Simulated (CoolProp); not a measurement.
The fluid at 312.02 K and 0.68 MPa expands adiabatically to 0.445 MPa with isentropic efficiency 0.8. The same conditions are run with several fluids, on thermodynamics alone (safety and materials aside).

The numbers come from the reference Helmholtz-energy equation of state of each fluid (hydrogen chloride: Thol 2018; R407C: Lemmon 2003; sulfur hexafluoride: Guder 2009; carbon monoxide: Lemmon 2006; R125: Lemmon 2005) in CoolProp. Blends and air are pseudo-pure fits.

Q: Rank hydrogen chloride, R407C, sulfur hexafluoride, carbon monoxide, R125 by work (kJ/kg), highest first.

A: carbon monoxide (29.5), hydrogen chloride (21.9), R407C (9.07), R125 (6.60), sulfur hexafluoride (5.56)

```csv
fluid,final temperature (K),final density (kg/m³)
hydrogen chloride,282.9,7.12
R407C,297.7,16.7
sulfur hexafluoride,302.0,27.2
carbon monoxide,283.3,5.30
R125,301.1,22.9
```
